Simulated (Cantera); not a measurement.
Silicon oxide and oxynitride deposition: SiH4 + O3

Feed: 1 mol SiH4, a varied amount of O3, equilibrated at 575 K and 960 Pa.

Equilibrium computed with Cantera from the NASA thermochemical tables; the gas is ideal and each condensed phase is pure. Candidate condensed phases: H2O, Si, SiO2; 18 gas species. Kinetics and transport are ignored.

```csv
n(O3) (mol),x H2,x H2O,x O2,n Si(s),n SiO2(α-quartz)
0.37,1.00,<1e-12,<1e-12,0.445,0.555
0.5,1.00,<1e-12,<1e-12,0.250,0.750
0.69,0.965,0.0350,<1e-12,0,1.00
0.94,0.590,0.410,<1e-12,0,1.00
1.3,0.0500,0.950,<1e-12,0,1.00
1.8,<1e-12,0.741,0.259,0,1.00
2.4,<1e-12,0.556,0.444,0,1.00
3.3,<1e-12,0.404,0.596,0,1.00
4.5,<1e-12,0.296,0.704,0,1.00
6.2,<1e-12,0.215,0.785,0,1.00
8.4,<1e-12,0.159,0.841,0,1.00
```
x: gas mole fraction; n: condensed amount in mol.

From 0.37 mol O3 to 0.5 mol O3 the condensed part is Si(s) + SiO2(α-quartz). From 0.69 mol O3 to 8.4 mol O3 the condensed part is SiO2(α-quartz).
